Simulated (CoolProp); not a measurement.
Model: reference Helmholtz-energy equation of state, Thol 2018, in CoolProp.

### Question
Give the vapour pressure (MPa), liquid density (kg/m³), vapour density (kg/m³) of saturated hydrogen chloride at 236.2, 279.9, 287.2 K.

### Answer
| T (K) | p (MPa) | liquid density (kg/m³) | vapour density (kg/m³) |
|---|---|---|---|
| 236.2 | 0.853 | 1050 | 18.0 |
| 279.9 | 3.08 | 900 | 67.5 |
| 287.2 | 3.68 | 867 | 83.1 |
